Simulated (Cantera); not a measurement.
Equilibrium for hydrogen reduction and annealing atmospheres: ZrO2 + H2

Charge: 1 mol ZrO2, 0.77 mol H2, held at 0.970 bar.

Method: chemical equilibrium by Gibbs-energy minimisation in Cantera with the NASA 1993 tables (ideal gas, pure condensed phases). Candidate condensed phases: H2O, Zr, ZrO2; 12 gas species. The numbers say what is thermodynamically allowed, not how fast it happens.

From 1298 K to 1398 K the condensed part is ZrO2(monoclinic). From 1498 K to 2198 K the condensed part is ZrO2(tetragonal).

| T (K) | log p H2 | log p H | log p H2O | log p ZrO | log p Zr | n ZrO2(monoclinic) | n ZrO2(tetragonal) |
|---|---|---|---|---|---|---|---|
| 1298 | -0.01 | -5.98 | -10.11 | <-12 | <-12 | 1.00 | 0 |
| 1398 | -0.01 | -5.33 | -9.25 | <-12 | <-12 | 1.00 | 0 |
| 1498 | -0.01 | -4.77 | -8.52 | <-12 | <-12 | 0 | 1.00 |
| 1598 | -0.01 | -4.28 | -7.89 | -11.33 | <-12 | 0 | 1.00 |
| 1698 | -0.01 | -3.85 | -7.33 | -10.14 | -11.41 | 0 | 1.00 |
| 1798 | -0.01 | -3.46 | -6.83 | -9.09 | -10.38 | 0 | 1.00 |
| 1898 | -0.01 | -3.11 | -6.39 | -8.15 | -9.45 | 0 | 1.00 |
| 1998 | -0.01 | -2.80 | -5.99 | -7.30 | -8.63 | 0 | 1.00 |
| 2098 | -0.01 | -2.52 | -5.63 | -6.54 | -7.88 | 0 | 1.000 |
| 2198 | -0.02 | -2.26 | -5.30 | -5.86 | -7.21 | 0 | 1.000 |
log p: log10 of the partial pressure in bar; n: condensed amount in mol.
